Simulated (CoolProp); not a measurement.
Properties of sulfur hexafluoride along the isobar 4730 kPa.

Model: reference Helmholtz-energy equation of state, Guder 2009, in CoolProp.

| T (°C) | phase | density (kg/m³) | speed of sound (m/s) | Joule-Thomson coefficient (K/MPa) |
|---|---|---|---|---|
| 31.25 | liquid | 1361 | 229.2 | 0.8013 |
| 52.55 | supercritical | 983.3 | 106.0 | 4.861 |
| 73.75 | supercritical | 412.0 | 99.87 | 8.936 |
| 95.05 | supercritical | 321.5 | 116.5 | 6.657 |
| 116.25 | supercritical | 276.0 | 128.4 | 5.279 |
| 137.45 | supercritical | 246.0 | 138.0 | 4.353 |
| 158.75 | supercritical | 223.8 | 146.2 | 3.679 |
| 179.95 | supercritical | 206.6 | 153.4 | 3.168 |
| 201.25 | supercritical | 192.4 | 159.9 | 2.762 |
| 222.45 | supercritical | 180.6 | 165.8 | 2.433 |
| 243.75 | supercritical | 170.5 | 171.3 | 2.159 |
| 264.95 | supercritical | 161.7 | 176.4 | 1.929 |
| 286.15 | supercritical | 153.9 | 181.2 | 1.731 |
| 307.45 | supercritical | 147.0 | 185.8 | 1.560 |
| 328.65 | supercritical | 140.8 | 190.2 | 1.411 |
| 349.95 | supercritical | 135.1 | 194.4 | 1.279 |
